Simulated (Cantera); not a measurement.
A Cantera script and what it prints.

```python
import numpy as np
import cantera as ct

gas_names = """
    H HO2 H2 H2O H2O2 H2S H2SO4 O OH O2 O3 S SH SO SO2 SO3 S2 S2O S8
""".split()
cond_names = """
    H2O(s) H2O(L) H2SO4(L) S(cr1) S(cr2) S(L)
""".split()


# ... load() reads the species with a 1 bar reference pressure and builds the phases ...
atoms = {
    'H2S': {'H': 2, 'S': 1},
    'H2O': {'H': 2, 'O': 1},
    'H2': {'H': 2},
    'O2': {'O': 2},
}
top_T = {}  # K; cautious upper limits of use, not melting points


# ... equilibrate(T, P, feed) seeds the gas with the atoms and calls Mixture.equilibrate('TP', solver="vcs", rtol=1e-11, max_steps=5000) ...
results = []
feed = {'H2S': 1, 'H2O': 0.043, 'H2': 0.13, 'O2': 2}  # mol
T = 3398  # K
P = 100000  # Pa
mix = equilibrate(T, P, feed)
results.append((T, P, feed, dict(zip(mix.species_names, mix.species_moles))))
print(gas.report(threshold=1e-05))
for i in range(1, mix.n_phases):
    print(f"{mix.phase(i).name:16s} {mix.phase_moles(i):12.5e} mol")
```

Result:

```
       temperature   3398 K
          pressure   1e+05 Pa
           density   0.096553 kg/m^3
  mean mol. weight   27.279 kg/kmol
   phase of matter   gas

                          1 kg             1 kmol
                     ---------------   ---------------
          enthalpy        3.7437e+06        1.0212e+08  J
   internal energy         2.708e+06        7.3871e+07  J
           entropy             10603        2.8924e+05  J/K
    Gibbs function       -3.2285e+07        -8.807e+08  J
 heat capacity c_p              1483             40455  J/K
 heat capacity c_v            1178.2             32141  J/K

                      mass frac. Y      mole frac. X     chem. pot. / RT
                     ---------------   ---------------   ---------------
                 H         0.0041044           0.11107           -12.082
               HO2        8.8423e-05        7.3079e-05            -44.81
                H2         0.0042085          0.056946           -24.163
               H2O          0.097077             0.147           -40.528
               H2S        8.5325e-05        6.8305e-05           -42.914
                 O           0.08378           0.14285           -16.364
                OH          0.077661           0.12457           -28.446
                O2           0.16734           0.14266           -32.729
                 S          0.015801          0.013444           -18.751
                SH         0.0023979         0.0019781           -30.832
                SO           0.18507           0.10505           -35.115
               SO2           0.36132           0.15387           -51.479
               SO3        9.9934e-05        3.4051e-05           -67.844
                S2        0.00084771        0.00036064           -37.501
               S2O        0.00012006        4.0878e-05           -53.866
     [   +4 minor]        2.3657e-06        1.8305e-06

S(L)              0.00000e+00 mol
```

Method: chemical equilibrium by Gibbs-energy minimisation in Cantera with the NASA 1993 tables (ideal gas, pure condensed phases).
